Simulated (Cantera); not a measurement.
A closed system holds: 1 mol Hg, 0.13 mol O₂, a varied amount of N₂, at 1600 K and 1.00 Torr.

These are equilibrium values from Cantera (NASA tables, ideal gas, pure condensed phases), not measurements of a reactor. Candidate condensed phases: Hg, HgO; 10 gas species. Equilibrium is a limit: real reactors are often held back by kinetics, nucleation or transport.

x: gas mole fraction; nothing condenses.

```json
[
 {"n(N₂) (mol)": "0.21", "x N₂": "0.156", "x Hg": "0.746", "x O₂": "0.0967", "x NO": "0.000585", "x O": "0.000123", "x NO₂": "5.86e-8"},
 {"n(N₂) (mol)": "0.39", "x N₂": "0.256", "x Hg": "0.658", "x O₂": "0.0851", "x NO": "0.000703", "x O": "0.000116", "x NO₂": "6.60e-8"},
 {"n(N₂) (mol)": "0.71", "x N₂": "0.385", "x Hg": "0.543", "x O₂": "0.0702", "x NO": "0.000783", "x O": "0.000105", "x NO₂": "6.68e-8"},
 {"n(N₂) (mol)": "1.3", "x N₂": "0.535", "x Hg": "0.412", "x O₂": "0.0530", "x NO": "0.000801", "x O": "9.15e-5", "x NO₂": "5.94e-8"},
 {"n(N₂) (mol)": "2.4", "x N₂": "?", "x Hg": "?", "x O₂": "?", "x NO": "0.000748", "x O": "?", "x NO₂": "?"},
 {"n(N₂) (mol)": "4.3", "x N₂": "0.792", "x Hg": "0.184", "x O₂": "0.0236", "x NO": "0.000650", "x O": "6.10e-5", "x NO₂": "3.22e-8"},
 {"n(N₂) (mol)": "7.9", "x N₂": "0.875", "x Hg": "0.111", "x O₂": "0.0141", "x NO": "0.000529", "x O": "4.72e-5", "x NO₂": "2.02e-8"},
 {"n(N₂) (mol)": "14", "x N₂": "0.925", "x Hg": "?", "x O₂": "?", "x NO": "?", "x O": "?", "x NO₂": "?"},
 {"n(N₂) (mol)": "26", "x N₂": "0.958", "x Hg": "0.0369", "x O₂": "0.00462", "x NO": "0.000317", "x O": "2.70e-5", "x NO₂": "6.93e-9"},
 {"n(N₂) (mol)": "48", "x N₂": "0.977", "x Hg": "0.0204", "x O₂": "0.00252", "x NO": "0.000236", "x O": "1.99e-5", "x NO₂": "3.81e-9"}
]
```

Question: Complete the blanks.

Answer: 
- 2.4, x N₂: 0.679
- 2.4, x Hg: 0.283
- 2.4, x O₂: 0.0364
- 2.4, x O: 7.58e-5
- 2.4, x NO₂: 4.60e-8
- 14, x Hg: 0.0661
- 14, x O₂: 0.00836
- 14, x NO: 0.000419
- 14, x O: 3.63e-5
- 14, x NO₂: 1.23e-8
